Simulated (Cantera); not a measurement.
An adiabatic, constant-volume homogeneous reactor starts with CH4 : O2 : N2 = 1 : 1.82 : 6.84 (molar parts), equivalence ratio 1.1, at 1225 K and 101000 Pa. Integrator tolerance rtol = 1e-08.

Model: GRI-Mech 3.0 (53 species, 325 reactions), integrated in Cantera.

What does this change do: initial temperature 1225 to 1675 K?


| quantity | before | after |
|---|---|---|
| time of steepest temperature rise | 31.9 ms | 0.249 ms |
| temperature at 0.400 s | 2853 K | 2966 K |
| equilibrium temperature | 2853 K | 2966 K |
| x(CH4) at 0.400 s | <1e-12 (gas-phase equilibrium <1e-12) | <1e-12 (gas-phase equilibrium <1e-12) |
| x(O2) at 0.400 s | 0.0117 (gas-phase equilibrium 0.0117) | 0.0162 (gas-phase equilibrium 0.0162) |
| x(HO2) at 0.400 s | 5.78e-6 (gas-phase equilibrium 5.78e-6) | 8.07e-6 (gas-phase equilibrium 8.07e-6) |
| x(HCN) at 0.400 s | 5.33e-9 (gas-phase equilibrium 5.33e-9) | 7.81e-9 (gas-phase equilibrium 7.81e-9) |
| x(NO) at 0.400 s | 0.00862 (gas-phase equilibrium 0.00862) | 0.0116 (gas-phase equilibrium 0.0116) |
| x(H) at 0.400 s | 0.00984 (gas-phase equilibrium 0.00984) | 0.0183 (gas-phase equilibrium 0.0183) |
| x(C2H) at 0.400 s | <1e-12 (gas-phase equilibrium <1e-12) | <1e-12 (gas-phase equilibrium <1e-12) |

What does this change do: pressure from 101000 Pa to 28000 Pa?


| quantity | before | after |
|---|---|---|
| time of steepest temperature rise | 31.9 ms | 87.3 ms |
| temperature at 0.400 s | 2853 K | 2746 K |
| equilibrium temperature | 2853 K | 2746 K |
| x(CH4) at 0.400 s | <1e-12 (gas-phase equilibrium <1e-12) | <1e-12 (gas-phase equilibrium <1e-12) |
| x(O2) at 0.400 s | 0.0117 (gas-phase equilibrium 0.0117) | 0.0142 (gas-phase equilibrium 0.0142) |
| x(HO2) at 0.400 s | 5.78e-6 (gas-phase equilibrium 5.78e-6) | 3.76e-6 (gas-phase equilibrium 3.76e-6) |
| x(HCN) at 0.400 s | 5.33e-9 (gas-phase equilibrium 5.33e-9) | 1.82e-9 (gas-phase equilibrium 1.82e-9) |
| x(NO) at 0.400 s | 0.00862 (gas-phase equilibrium 0.00862) | 0.00815 (gas-phase equilibrium 0.00815) |
| x(H) at 0.400 s | 0.00984 (gas-phase equilibrium 0.00984) | 0.0137 (gas-phase equilibrium 0.0137) |
| x(C2H) at 0.400 s | <1e-12 (gas-phase equilibrium <1e-12) | <1e-12 (gas-phase equilibrium <1e-12) |

What does this change do: constant pressure in place of constant volume?


```tsv
quantity	before	after
time of steepest temperature rise	31.9 ms	33.6 ms
temperature at 0.400 s	2853 K	2650 K
equilibrium temperature	2853 K	2650 K
x(CH4) at 0.400 s	<1e-12 (gas-phase equilibrium <1e-12)	<1e-12 (gas-phase equilibrium <1e-12)
x(O2) at 0.400 s	0.0117 (gas-phase equilibrium 0.0117)	0.00903 (gas-phase equilibrium 0.00903)
x(HO2) at 0.400 s	5.78e-6 (gas-phase equilibrium 5.78e-6)	2.53e-6 (gas-phase equilibrium 2.53e-6)
x(HCN) at 0.400 s	5.33e-9 (gas-phase equilibrium 5.33e-9)	1.38e-9 (gas-phase equilibrium 1.38e-9)
x(NO) at 0.400 s	0.00862 (gas-phase equilibrium 0.00862)	0.00568 (gas-phase equilibrium 0.00568)
x(H) at 0.400 s	0.00984 (gas-phase equilibrium 0.00984)	0.00677 (gas-phase equilibrium 0.00677)
x(C2H) at 0.400 s	<1e-12 (gas-phase equilibrium <1e-12)	<1e-12 (gas-phase equilibrium <1e-12)
```
